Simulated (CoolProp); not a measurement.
Model: reference Helmholtz-energy equation of state, Thol 2019, in CoolProp.

Q: For n-pentane, give the phase and the cv (kJ/(kg K)), viscosity (µPa s), conductivity (mW/(m K)) at 274.85 °C and 3.74 MPa; -28.35 °C and 0.331 MPa; 307.05 °C and 0.0204 MPa.

A: 
- 274.85 °C and 3.74 MPa: supercritical; cv 2.68, viscosity 11.1, conductivity 54.3
- -28.35 °C and 0.331 MPa: liquid; cv 1.56, viscosity 309, conductivity 132
- 307.05 °C and 0.0204 MPa: gas; cv 2.71, viscosity 13.1, conductivity 52.2

Viscosity comes from a separate model (Quiñones-Cisneros 2006), older than the equation that it now runs on, and unchecked against measurements. Thermal conductivity comes from a separate model (Vassiliou 2015).
